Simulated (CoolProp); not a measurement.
Vapour-liquid equilibrium of dimethyl ether (1) + ethanol (2) at 73.25 °C; x and y are mole fractions of (1).

Computed with CoolProp (multi-fluid Helmholtz-energy mixture model, Wu 2011 and Schroeder 2014; pair parameters Bell 2016).

```json
[
 {"x": "0.05", "bubble pressure, mixture model (MPa)": "0.2146", "bubble pressure, Raoult's law (MPa)": "0.1751", "y, mixture model": "[?]", "y, Raoult's law": "0.553"},
 {"x": "0.15", "bubble pressure, mixture model (MPa)": "0.4596", "bubble pressure, Raoult's law (MPa)": "0.3606", "y, mixture model": "0.830", "y, Raoult's law": "0.806"},
 {"x": "0.25", "bubble pressure, mixture model (MPa)": "0.6775", "bubble pressure, Raoult's law (MPa)": "0.5461", "y, mixture model": "0.890", "y, Raoult's law": "0.887"},
 {"x": "0.35", "bubble pressure, mixture model (MPa)": "0.8694", "bubble pressure, Raoult's law (MPa)": "0.7317", "y, mixture model": "0.919", "y, Raoult's law": "0.927"},
 {"x": "0.45", "bubble pressure, mixture model (MPa)": "[?]", "bubble pressure, Raoult's law (MPa)": "0.9172", "y, mixture model": "0.937", "y, Raoult's law": "0.951"},
 {"x": "0.55", "bubble pressure, mixture model (MPa)": "[?]", "bubble pressure, Raoult's law (MPa)": "1.103", "y, mixture model": "0.950", "y, Raoult's law": "0.966"},
 {"x": "0.65", "bubble pressure, mixture model (MPa)": "1.335", "bubble pressure, Raoult's law (MPa)": "1.288", "y, mixture model": "0.960", "y, Raoult's law": "0.978"},
 {"x": "0.75", "bubble pressure, mixture model (MPa)": "1.480", "bubble pressure, Raoult's law (MPa)": "1.474", "y, mixture model": "[?]", "y, Raoult's law": "0.986"},
 {"x": "0.85", "bubble pressure, mixture model (MPa)": "1.639", "bubble pressure, Raoult's law (MPa)": "1.659", "y, mixture model": "0.980", "y, Raoult's law": "0.993"},
 {"x": "0.95", "bubble pressure, mixture model (MPa)": "1.826", "bubble pressure, Raoult's law (MPa)": "1.845", "y, mixture model": "0.992", "y, Raoult's law": "0.998"}
]
```

Task: Complete the blanks.

Result: 
- 0.05, y, mixture model: 0.622
- 0.45, bubble pressure, mixture model (MPa): 1.039
- 0.55, bubble pressure, mixture model (MPa): 1.191
- 0.75, y, mixture model: 0.969

The largest gap from Raoult's law is +27.5 % in bubble pressure, at x = 0.15. No azeotrope shows between x = 0.05 and 0.95.

Pair parameters are fitted to limited data, so mixtures are less certain than the pure fluids. The gap from Raoult's law changes sign with composition, which may be real or a fault of the pair parameters; it wasn't checked against measurements.
